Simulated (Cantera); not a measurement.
A closed system holds: 1 mol CuO, 1.4 mol F₂, 97 mol N₂, held at 0.0135 Torr.

Cantera equilibrium calculation (NASA polynomials, part measured and part estimated; ideal gas, pure solids and liquids). Candidate condensed phases: Cu, CuF₂, CuO, Cu₂O; 22 gas species. Equilibrium is a limit: real reactors are often held back by kinetics, nucleation or transport.

x: gas mole fraction; n: condensed amount in mol.

| T (K) | x N₂ | x F | x CuF₂ | x CuF | n CuF₂(s) |
|---|---|---|---|---|---|
| 798 | 0.987 | 0.00810 | 0.000272 | <1e-12 | 0.973 |
| 898 | 0.977 | 0.00805 | 0.0101 | 5.29e-9 | 0 |
| 998 | 0.977 | 0.00806 | 0.0101 | 4.82e-7 | 0 |
| 1098 | 0.977 | 0.00808 | 0.0101 | 1.93e-5 | 0 |
| 1198 | 0.976 | 0.00844 | 0.00968 | 0.000386 | 0 |
| 1298 | 0.974 | 0.0110 | 0.00710 | 0.00295 | 0 |
| 1398 | 0.970 | … | … | … | 0 |
| 1498 | 0.967 | 0.0174 | … | 0.00941 | 0 |
| 1598 | 0.967 | 0.0179 | 0.000109 | 0.00978 | 0 |
| 1698 | 0.966 | 0.0184 | 2.42e-5 | 0.00941 | 0 |
| 1798 | 0.964 | 0.0201 | 5.73e-6 | 0.00773 | 0 |
| 1898 | 0.960 | 0.0231 | 1.19e-6 | 0.00458 | 0 |

Q: Complete the blanks.

A: 
- 1498, x CuF₂: 0.000555
- 1398, x F: 0.0153
- 1398, x CuF₂: 0.00265
- 1398, x CuF: 0.00735
